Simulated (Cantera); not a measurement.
Standard-state values (1 bar) from the NASA 1993 polynomials, evaluated with Cantera. Values are per mole of reaction as written; species without (g) are pure solids or liquids, kept so even where they would boil at 1 bar.

Question: Between 300 and 1473 K, where is each reaction favourable under standard conditions?
- H2O2(g) + 2 V2O3 = H2(g) + 4 VO2(g)

Answer: 
- H2O2(g) + 2 V2O3 = H2(g) + 4 VO2(g): ΔG° is 1415 kJ at 300 K and 603 kJ at 1473 K; it stays positive (K < 1). ΔH° is 1547 kJ and ΔS° 641 J/K at 1473 K.
